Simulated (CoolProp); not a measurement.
Properties of hexamethyldisiloxane (MM) along the isotherm 283.45 °C (Tc = 245.6 °C, pc = 19.31 bar, ω = 0.418).

Computed with CoolProp (reference Helmholtz-energy equation of state, Thol 2016).

```tsv
p (bar)	phase	density (kg/m³)	cp (kJ/(kg K))	Joule-Thomson coefficient (K/MPa)	fugacity coefficient
0.611	gas	2.163	2.143	7.020	0.9912
1.16	gas	4.140	2.147	7.101	0.9834
2.19	gas	7.939	2.153	7.260	0.9687
4.16	gas	15.56	2.167	7.585	0.9408
7.89	gas	31.51	2.201	8.293	0.8891
15	gas	69.79	2.318	10.09	(withheld)
28.3	supercritical	213.5	(withheld)	13.68	0.6285
53.7	supercritical	426.6	2.680	1.587	0.4282
102	supercritical	(withheld)	2.492	0.2886	0.3237
193	supercritical	557.7	2.424	-0.1058	0.3119
```

Fill in the missing entries.


- 15, fugacity coefficient: 0.7942
- 28.3, cp (kJ/(kg K)): 3.369
- 102, density (kg/m³): 499.7

The peak of cp marks the crossing from liquid-like to gas-like fluid above the critical point.
